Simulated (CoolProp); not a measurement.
Vapour-liquid equilibrium of toluene (1) + p-xylene (2) at 181.35 °C; x and y are mole fractions of (1).

Model: multi-fluid Helmholtz-energy mixture model, Lemmon 2006 and Zhou 2012; pair parameters Bell 2016, in CoolProp.

| x | bubble pressure, mixture model (bar) | bubble pressure, Raoult's law (bar) | y, mixture model | y, Raoult's law |
|---|---|---|---|---|
| 0.05 | 2.947 | 2.951 | 0.085 | 0.090 |
| 0.2 | 3.315 | 3.323 | 0.306 | 0.320 |
| 0.35 | 3.687 | 3.696 | 0.486 | 0.503 |
| 0.5 | 4.062 | 4.068 | 0.636 | 0.653 |
| 0.65 | 4.437 | 4.440 | 0.763 | 0.777 |
| 0.8 | 4.810 | 4.813 | 0.872 | 0.883 |
| 0.95 | 5.184 | 5.185 | 0.970 | 0.973 |

The largest gap from Raoult's law is -0.2 % in bubble pressure, at x = 0.2. No azeotrope shows between x = 0.05 and 0.95.

Pair parameters are fitted to limited data, so mixtures are less certain than the pure fluids.
